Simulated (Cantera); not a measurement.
A Cantera script and what it prints.

```python
import numpy as np
import cantera as ct

gas_names = """
    CL CL2 H HCL H2 Si SiCL SiCL2 SiCL3 SiCL4 SiH SiHCL3 SiH2 SiH2CL2 SiH3 SiH3CL SiH4 Si2 Si3
""".split()
cond_names = """
    Si(cr) Si(L)
""".split()


# ... load() reads the species with a 1 bar reference pressure and builds the phases ...
atoms = {
    'SiCl4': {'Si': 1, 'CL': 4},
    'H2': {'H': 2},
}
top_T = {}  # K; cautious upper limits of use, not melting points


# ... equilibrate(T, P, feed) seeds the gas with the atoms and calls Mixture.equilibrate('TP', solver="vcs", rtol=1e-11, max_steps=5000) ...
results = []
feed = {'SiCl4': 1, 'H2': 2.4}  # mol
P = 101325  # Pa
for T in [973, 998, 1023, 1048, 1073, 1098, 1123, 1148, 1173, 1198, 1223]:
    mix = equilibrate(T, P, feed)
    results.append((T, P, feed, dict(zip(mix.species_names, mix.species_moles))))
    x = sorted(zip(gas.X, gas.species_names), reverse=True)
    print(f"T = {T:g} K  P = {P:g} Pa  gas = {mix.phase_moles(0):.4g} mol")
    print("   x: " + "  ".join(f"{s} {v:.3e}" for v, s in x if v > 0.0001))
    print("   condensed (mol): " + ("  ".join(f"{mix.phase(i).name} {mix.phase_moles(i):.4g}"
          for i in range(1, mix.n_phases) if mix.phase_moles(i) > 1e-12) or "none"))
```

It prints:

```
T = 973 K  P = 101325 Pa  gas = 3.401 mol
   x: H2 6.738e-01  SiCL4 2.623e-01  HCL 3.215e-02  SiHCL3 3.089e-02  SiCL3 4.551e-04  SiH2CL2 3.800e-04
   condensed (mol): none
T = 998 K  P = 101325 Pa  gas = 3.401 mol
   x: H2 6.704e-01  SiCL4 2.590e-01  HCL 3.558e-02  SiHCL3 3.383e-02  SiCL3 6.959e-04  SiH2CL2 4.756e-04
   condensed (mol): none
T = 1023 K  P = 101325 Pa  gas = 3.402 mol
   x: H2 6.669e-01  SiCL4 2.554e-01  HCL 3.919e-02  SiHCL3 3.679e-02  SiCL3 1.039e-03  SiH2CL2 5.866e-04
   condensed (mol): none
T = 1048 K  P = 101325 Pa  gas = 3.403 mol
   x: H2 6.632e-01  SiCL4 2.517e-01  HCL 4.300e-02  SiHCL3 3.971e-02  SiCL3 1.518e-03  SiH2CL2 7.126e-04  SiCL2 1.677e-04
   condensed (mol): none
T = 1073 K  P = 101325 Pa  gas = 3.405 mol
   x: H2 6.592e-01  SiCL4 2.478e-01  HCL 4.705e-02  SiHCL3 4.255e-02  SiCL3 2.170e-03  SiH2CL2 8.527e-04  SiCL2 3.040e-04
   condensed (mol): none
T = 1098 K  P = 101325 Pa  gas = 3.407 mol
   x: H2 6.551e-01  SiCL4 2.437e-01  HCL 5.136e-02  SiHCL3 4.523e-02  SiCL3 3.038e-03  SiH2CL2 1.004e-03  SiCL2 5.324e-04
   condensed (mol): none
T = 1123 K  P = 101325 Pa  gas = 3.41 mol
   x: H2 6.508e-01  SiCL4 2.393e-01  HCL 5.601e-02  SiHCL3 4.769e-02  SiCL3 4.166e-03  SiH2CL2 1.164e-03  SiCL2 9.011e-04
   condensed (mol): none
T = 1148 K  P = 101325 Pa  gas = 3.415 mol
   x: H2 6.461e-01  SiCL4 2.346e-01  HCL 6.104e-02  SiHCL3 4.982e-02  SiCL3 5.598e-03  SiCL2 1.475e-03  SiH2CL2 1.325e-03
   condensed (mol): none
T = 1173 K  P = 101325 Pa  gas = 3.421 mol
   x: H2 6.411e-01  SiCL4 2.296e-01  HCL 6.657e-02  SiHCL3 5.153e-02  SiCL3 7.372e-03  SiCL2 2.333e-03  SiH2CL2 1.481e-03
   condensed (mol): none
T = 1198 K  P = 101325 Pa  gas = 3.429 mol
   x: H2 6.356e-01  SiCL4 2.242e-01  HCL 7.268e-02  SiHCL3 5.275e-02  SiCL3 9.511e-03  SiCL2 3.569e-03  SiH2CL2 1.622e-03
   condensed (mol): none
T = 1223 K  P = 101325 Pa  gas = 3.439 mol
   x: H2 6.297e-01  SiCL4 2.184e-01  HCL 7.950e-02  SiHCL3 5.339e-02  SiCL3 1.202e-02  SiCL2 5.278e-03  SiH2CL2 1.740e-03
   condensed (mol): none
```

Method: chemical equilibrium by Gibbs-energy minimisation in Cantera with the NASA 1993 tables (ideal gas, pure condensed phases). The tables' values for SiCl3 are old estimates; treat these amounts as uncertain.
